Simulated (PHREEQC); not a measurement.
Solution (25 °C): 0.033 mol/kgw Pb(NO3)2, 0.014 mol/kgw CuCl2, 0.095 mol/kgw HCl and 0.13 mol/kgw Na2SO4. Closed to the air; pH follows from the charge balance.

Computed with PHREEQC (ion-association model, wateq4f.dat).

Task: The ionic strength comes out as 0.401 mol/kgw. What activity coefficients do HSO4-, Pb+2, CuCl+, Cl-, PbCl+ get?

Result: HSO4- 0.68, Pb+2 0.28, CuCl+ 0.67, Cl- 0.66, PbCl+ 0.73.

Precipitation was switched off in this run. Saturation is exceeded, for instance for Anglesite; the values hold only as long as no solid forms. Species that the database lacks are ignored.
